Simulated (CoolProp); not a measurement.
Vapour pressure (kPa) of R1234ze(E): the reference equation beside estimates from Tc = 109.4 °C, pc = 3635 kPa, ω = 0.313. Clausius-Clapeyron is anchored at -35.55 °C with a constant enthalpy of vaporisation of 23.36 kJ/mol.

Values from CoolProp's reference Helmholtz-energy equation of state, Thol 2016.

| T (°C) | reference | Clausius-Clapeyron | Redlich-Kwong | Soave-Redlich-Kwong | Peng-Robinson |
|---|---|---|---|---|---|
| -47.55 | 24.15 | 24.72 | 62.00 | 23.74 | 24.45 |
| -43.55 | 30.29 | 30.71 | 74.74 | 29.82 | 30.58 |
| -39.55 | 37.64 | 37.87 | 89.39 | 37.11 | 37.91 |
| -35.55 | 46.37 | 46.37 | 106.1 | 45.79 | 46.60 |
| -31.55 | 56.65 | 56.40 | 125.1 | 56.03 | 56.83 |
| -27.55 | 68.68 | 68.16 | 146.6 | 68.04 | 68.79 |
| -23.45 | 83.04 | 82.24 | 171.2 | 82.40 | 83.05 |
| -19.45 | 99.24 | 98.21 | 198.2 | 98.63 | 99.15 |
| -15.45 | 117.8 | 116.6 | 228.1 | 117.3 | 117.6 |
| -11.45 | 139.0 | 137.8 | 261.2 | 138.6 | 138.7 |
| -7.45 | 163.1 | 162.0 | 297.7 | 162.9 | 162.7 |
| -3.35 | 191.1 | 190.2 | 338.8 | 191.1 | 190.5 |
| 0.65 | 221.8 | 221.5 | 382.6 | 222.1 | 221.0 |
| 4.65 | 256.2 | 256.7 | 430.4 | 256.9 | 255.2 |

Absolute difference from the reference over all 14 rows, mean and median: Clausius-Clapeyron 0.8 and 0.7 %, Redlich-Kwong 106.6 and 102.9 %, Soave-Redlich-Kwong 0.8 and 0.7 %, Peng-Robinson 0.4 and 0.3 %.
